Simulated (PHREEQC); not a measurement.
A made-up water analysis in mmol/kgw, 5 °C, pH 6.95, pe 10.3: Na 0.0113; K 0.000842; Ca 0.0127; Mg 6.69e-05; Cl 0.00472; S(6) 0.00461; Alkalinity (meq/kgw) 0.0242; Cd 0.000517.

Valence states are taken as typed.

Model: ion-association model, phreeqc.dat, run in PHREEQC.

```
Quantity                        Value
--------------------  ---------------
ionic strength        5.64e-5 mol/kgw
charge-balance error            0.7 %
```

| species | molality | activity | log γ |
|---|---|---|---|
| HCO3- | 2.43e-5 | 2.41e-5 | -0.004 |
| Ca+2 | 1.27e-5 | 1.23e-5 | -0.015 |
| Na+ | 1.13e-5 | 1.12e-5 | -0.004 |
| CO2 | 8.87e-6 | 8.87e-6 | 0.000 |
| Cl- | 4.72e-6 | 4.68e-6 | -0.004 |
| SO4-2 | 4.60e-6 | 4.45e-6 | -0.015 |
| K+ | 8.42e-7 | 8.35e-7 | -0.004 |
| Cd+2 | 5.16e-7 | 4.99e-7 | -0.015 |
| H+ | 1.13e-7 | 1.12e-7 | -0.004 |
| Mg+2 | 6.68e-8 | 6.46e-8 | -0.015 |
| OH- | 1.68e-8 | 1.66e-8 | -0.004 |
| CaSO4 | 8.26e-9 | 8.26e-9 | 0.000 |
| CO3-2 | 6.19e-9 | 5.99e-9 | -0.015 |
| CaHCO3+ | 2.37e-9 | 2.35e-9 | -0.004 |

This is a speciation only: nothing precipitates in the calculation. At this temperature some constants are extrapolated from 25 °C, and those without enthalpy data are left unchanged.
